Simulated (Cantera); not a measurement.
Feed: 1 mol SiHCl3, 0.21 mol Cl2, 15 mol N2, at 5.70 mbar.

Cantera equilibrium calculation (NASA polynomials, part measured and part estimated; ideal gas, pure solids and liquids). Candidate condensed phases: NH4Cl, Si, Si3N4; 28 gas species. N2 is the only nitrogen source here; it is nearly inert below about 1500 K, so the nitride shown seldom forms there in practice. Kinetics and transport are ignored.

Over these rows the condensed part is Si3N4(s). Partial pressures as log10 of bar:

```
T (K)  1000/T (1/K)  log p SiCl2  log p N2  log p HCl  log p SiCl4
-----  ------------  -----------  --------  ---------  -----------
973          1.0277        -8.17     -2.29      -3.51        -3.65
1023         0.9775            ?     -2.29      -3.51        -3.66
1073         0.9320        -6.77     -2.29      -3.51        -3.66
1123         0.8905        -6.16     -2.29      -3.50        -3.66
1173         0.8525        -5.61     -2.29      -3.50        -3.67
1223         0.8177        -5.11     -2.29      -3.50        -3.69
```

Problem. Fit log p(SiCl2) = a + b·(1000/T) to the five rows, give the apparent enthalpy, and predict the row at 1023 K.

Solution. Means: 1000/T = 0.9041, log p = -6.364. Sxy = -0.384575, Sxx = 0.0263678, so b = -14.59 and a = -6.364 − (-14.59)×0.9041 = 6.83.
Apparent enthalpy: −19.145 × (-14.59) = 279 kJ/mol. With the condensed phases at unit activity, 1/6 Si3N4(s) + 1/2 SiCl4(g) = SiCl2(g) + 1/3 N2(g) links this pressure to the main gases: over the six rows their terms move log p by -0.02 in all, so the slope is close to that reaction's ΔH°. The five rows lie within 0.01 of the line.
Prediction at 1023 K: 6.83 + (-14.59)×0.9775 = -7.43. The computed value is -7.43, 0.00 from the line.
